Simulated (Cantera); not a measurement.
Cantera with NASA thermochemical tables; ideal gases at 1 bar, condensed phases pure. Values are per mole of reaction as written; species without (g) are pure solids or liquids, kept so even where they would boil at 1 bar.

2 Cu2O + 2 HF(g) → 3 Cu + H2O2(g) + CuF2(g)

```tsv
T (K)	ΔH° (kJ)	ΔS° (J/K)	ΔG° (kJ)	log10 K
375	___	___	___	___
450	___	___	___	___
525	___	___	___	___
600	477.5	55.3	444.3	-38.68
675	476.1	53.2	440.3	-34.07
```

Question: Fill in the missing entries.

Answer: 
- 375, ΔH° (kJ): 481.7
- 375, ΔS° (J/K): 64.2
- 375, ΔG° (kJ): 457.7
- 375, log10 K: -63.75
- 450, ΔH° (kJ): 480.3
- 450, ΔS° (J/K): 60.7
- 450, ΔG° (kJ): 453.0
- 450, log10 K: -52.58
- 525, ΔH° (kJ): 478.9
- 525, ΔS° (J/K): 57.7
- 525, ΔG° (kJ): 448.6
- 525, log10 K: -44.63
